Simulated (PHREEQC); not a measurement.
Dissolve 0.14 mol/kgw ZnCl2, 0.0023 mol/kgw Na2SO4 and 0.005 mol/kgw HCl at 25 °C. Closed to the air; pH follows from the charge balance.

Model: ion-association model, phreeqc.dat, run in PHREEQC.

Precipitation was switched off in this run.

### Question
Predict the pH, density.

### Answer
pH 2.42; density 1.015 g/cm³.

### Question
In which forms is Zn present?

### Answer
Zn+2 83 %, ZnCl+ 14 %, ZnCl2 1.5 %, ZnSO4 0.9 % of the Zn.

Complexes and solids missing from the database can't appear.
